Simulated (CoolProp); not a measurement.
Vapour-liquid equilibrium of carbon dioxide (1) + sulfur dioxide (2) at -46.85 °C; x and y are mole fractions of (1).

Model: multi-fluid Helmholtz-energy mixture model, Span 1996 and Gao 2016; pair parameters Bell 2016, in CoolProp.

```json
[
 {"x": "0.05", "bubble pressure, mixture model (bar)": "0.6541", "bubble pressure, Raoult's law (bar)": "0.5216", "y, mixture model": "0.791", "y, Raoult's law": "0.742"},
 {"x": "0.2", "bubble pressure, mixture model (bar)": "2.119", "bubble pressure, Raoult's law (bar)": "1.661", "y, mixture model": "0.943", "y, Raoult's law": "0.932"},
 {"x": "0.35", "bubble pressure, mixture model (bar)": "3.403", "bubble pressure, Raoult's law (bar)": "2.801", "y, mixture model": "0.969", "y, Raoult's law": "0.967"},
 {"x": "0.5", "bubble pressure, mixture model (bar)": "4.484", "bubble pressure, Raoult's law (bar)": "3.941", "y, mixture model": "0.980", "y, Raoult's law": "0.982"},
 {"x": "0.65", "bubble pressure, mixture model (bar)": "5.419", "bubble pressure, Raoult's law (bar)": "5.080", "y, mixture model": "0.987", "y, Raoult's law": "0.990"},
 {"x": "0.8", "bubble pressure, mixture model (bar)": "6.320", "bubble pressure, Raoult's law (bar)": "6.220", "y, mixture model": "0.992", "y, Raoult's law": "0.995"},
 {"x": "0.95", "bubble pressure, mixture model (bar)": "7.340", "bubble pressure, Raoult's law (bar)": "7.359", "y, mixture model": "0.998", "y, Raoult's law": "0.999"}
]
```

The largest gap from Raoult's law is +27.6 % in bubble pressure, at x = 0.2. No azeotrope shows between x = 0.05 and 0.95.

Pair parameters are fitted to limited data, so mixtures are less certain than the pure fluids.
